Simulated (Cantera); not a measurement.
A closed system holds: 1 mol PbCl2, 0.41 mol HCl, 1.7 mol N2, at 0.170 Pa.

Method: chemical equilibrium by Gibbs-energy minimisation in Cantera with the NASA 1993 tables (ideal gas, pure condensed phases). Candidate condensed phases: NH4Cl, Pb, PbCl2; 17 gas species. Equilibrium is a limit: real reactors are often held back by kinetics, nucleation or transport.

At 2023 K, list the 6 most abundant gas species with their mole fractions, and the condensed phases.

Cl 0.428, N2 0.313, Pb 0.184, H 0.0570, HCl 0.0155, H2 0.00153. Condensed: gas only.
